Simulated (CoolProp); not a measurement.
Vapour-liquid equilibrium of isobutane (1) + acetone (2) at 335.5 K; x and y are mole fractions of (1).

Computed with CoolProp (multi-fluid Helmholtz-energy mixture model, Bücker 2006 and Lemmon 2006; pair parameters Bell 2016).

```
x     bubble pressure, mixture model (kPa)  bubble pressure, Raoult's law (kPa)  y, mixture model  y, Raoult's law
----  ------------------------------------  -----------------------------------  ----------------  ---------------
0.05                                 252.5                                164.6             0.509            0.279
0.15                                   ___                                243.8             0.732            0.564
0.25                                 579.8                                323.1             0.800            0.710
0.35                                 661.6                                402.3             0.831            0.798
0.45                                 713.9                                481.5             0.849            0.857
0.55                                   ___                                560.7             0.864            0.900
0.65                                 784.6                                640.0             0.878            0.932
0.75                                   ___                                719.2             0.897            0.957
0.85                                   ___                                798.4             0.925            0.977
0.95                                 898.6                                877.7             0.969            0.993
```

Problem. Fill in the missing entries.

Solution. 
- 0.15, bubble pressure, mixture model (kPa): 449.7
- 0.55, bubble pressure, mixture model (kPa): 751.5
- 0.75, bubble pressure, mixture model (kPa): 819.5
- 0.85, bubble pressure, mixture model (kPa): 858.2

The largest gap from Raoult's law is +84.5 % in bubble pressure, at x = 0.15. No azeotrope shows between x = 0.05 and 0.95.

Pair parameters are fitted to limited data, so mixtures are less certain than the pure fluids. With so large a gap from Raoult's law the liquid may split in two, which this calculation doesn't test in full.
